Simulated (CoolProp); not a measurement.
Vapour-liquid equilibrium of n-hexane (1) + cyclohexane (2) at 0.099 MPa; x and y are mole fractions of (1).

Values from CoolProp's multi-fluid Helmholtz-energy mixture model, Thol 2019 and Zhou 2014; pair parameters Bell 2016.

```json
[
 {"x": "0.05", "bubble temperature, mixture model (°C)": "79.0", "bubble temperature, Raoult's law (°C)": "79.2", "y, mixture model": "0.075", "y, Raoult's law": "0.070"},
 {"x": "0.2", "bubble temperature, mixture model (°C)": "76.5", "bubble temperature, Raoult's law (°C)": "77.2", "y, mixture model": "0.272", "y, Raoult's law": "0.265"},
 {"x": "0.35", "bubble temperature, mixture model (°C)": "74.5", "bubble temperature, Raoult's law (°C)": "75.2", "y, mixture model": "?", "y, Raoult's law": "0.438"},
 {"x": "0.5", "bubble temperature, mixture model (°C)": "?", "bubble temperature, Raoult's law (°C)": "73.4", "y, mixture model": "?", "y, Raoult's law": "0.591"},
 {"x": "0.65", "bubble temperature, mixture model (°C)": "71.1", "bubble temperature, Raoult's law (°C)": "71.7", "y, mixture model": "?", "y, Raoult's law": "0.729"},
 {"x": "0.8", "bubble temperature, mixture model (°C)": "69.7", "bubble temperature, Raoult's law (°C)": "70.0", "y, mixture model": "0.844", "y, Raoult's law": "0.853"},
 {"x": "0.95", "bubble temperature, mixture model (°C)": "68.4", "bubble temperature, Raoult's law (°C)": "68.5", "y, mixture model": "0.962", "y, Raoult's law": "0.965"}
]
```

### Question
Complete the blanks.

### Answer

- 0.35, y, mixture model: 0.439
- 0.5, bubble temperature, mixture model (°C): 72.7
- 0.5, y, mixture model: 0.586
- 0.65, y, mixture model: 0.719

The largest gap from Raoult's law is -0.7 K in bubble temperature, at x = 0.35. No azeotrope shows between x = 0.05 and 0.95.

Pair parameters are fitted to limited data, so mixtures are less certain than the pure fluids.
